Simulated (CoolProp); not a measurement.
Vapour-liquid equilibrium of n-octane (1) + m-xylene (2) at 445 K; x and y are mole fractions of (1).

Values from CoolProp's multi-fluid Helmholtz-energy mixture model, Beckmüller 2019 and Zhou 2012; pair parameters Bell 2016.

```csv
x,bubble pressure (bar),y at the bubble point,dew pressure at overall composition x (bar),liquid density (mol/L)
0.05,2.321,0.070,2.306,6.679
0.15,2.426,0.199,2.385,6.456
0.25,2.525,0.316,2.468,6.244
0.35,2.618,0.424,2.554,6.042
0.45,2.707,0.524,2.641,5.849
0.55,2.792,0.618,2.731,5.666
0.65,2.873,0.707,2.821,5.491
0.75,2.951,0.794,2.912,5.323
0.85,3.025,0.877,3.001,5.164
0.95,3.097,0.959,3.089,5.011
```

No azeotrope shows between x = 0.05 and 0.95.

Pair parameters are fitted to limited data, so mixtures are less certain than the pure fluids.
